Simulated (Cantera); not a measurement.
An isothermal, constant-pressure homogeneous reactor starts with 17.2 % C3H8, 82.8 % H2, at 1975 K and 110 Pa.

Computed with Cantera and GRI-Mech 3.0 (53 species, 325 reactions). GRI-Mech 3.0 was tuned for natural gas; its chemistry of propane as a main component is partial and can be far from experiment. GRI-Mech 3.0 stops at C3 and has no aromatics, soot or wall deposition, so with more carbon than oxygen in the feed, carbon stays in small species such as C2H2 where larger ones or solid carbon would form. Radical loss at walls, strong at low pressure, is not modelled.

x: mole fraction; the columns are a selection and need not sum to one.

```csv
t (s),x C3H8,x H2,x CH2,x C2H,x C2H4,x H,x CH3
0.000100,0.133,0.800,1.69e-5,5.78e-10,0.00748,0.00247,0.0292
0.000203,0.0937,0.770,8.85e-5,[?],0.0243,0.00443,0.0593
0.000412,0.0380,0.715,0.000225,[?],0.0565,0.00906,0.0982
0.000835,0.00235,0.667,0.000290,[?],0.0689,0.0185,0.0978
0.00169,4.29e-6,0.686,0.000199,2.61e-5,0.0397,0.0161,0.0605
0.00344,3.06e-7,0.711,0.000125,2.66e-5,0.0188,0.0115,0.0381
0.00697,1.31e-7,0.731,8.27e-5,[?],0.00836,0.00863,0.0250
0.0141,5.34e-8,0.748,5.58e-5,[?],0.00402,0.00679,0.0167
0.0287,2.02e-8,0.764,3.83e-5,[?],0.00213,0.00558,0.0112
0.0582,7.22e-9,0.779,2.76e-5,1.59e-5,0.00111,0.00496,0.00758
0.118,2.32e-9,0.793,2.15e-5,1.62e-5,0.000537,0.00490,0.00516
0.240,5.48e-10,0.806,1.73e-5,[?],0.000215,0.00534,0.00328
0.486,7.48e-11,0.815,1.33e-5,[?],6.53e-5,0.00637,0.00181
0.986,4.50e-12,0.819,9.16e-6,[?],1.56e-5,0.00852,0.000805
2.00,<1e-12,0.817,4.99e-6,[?],4.45e-6,0.0128,0.000264
```

Q: Fill in the missing entries.

A: 
- 0.000203, x C2H: 1.55e-8
- 0.000412, x C2H: 4.57e-7
- 0.000835, x C2H: 9.82e-6
- 0.00697, x C2H: 2.33e-5
- 0.0141, x C2H: 1.98e-5
- 0.0287, x C2H: 1.72e-5
- 0.240, x C2H: 1.82e-5
- 0.486, x C2H: 2.21e-5
- 0.986, x C2H: 3.00e-5
- 2.00, x C2H: 4.55e-5
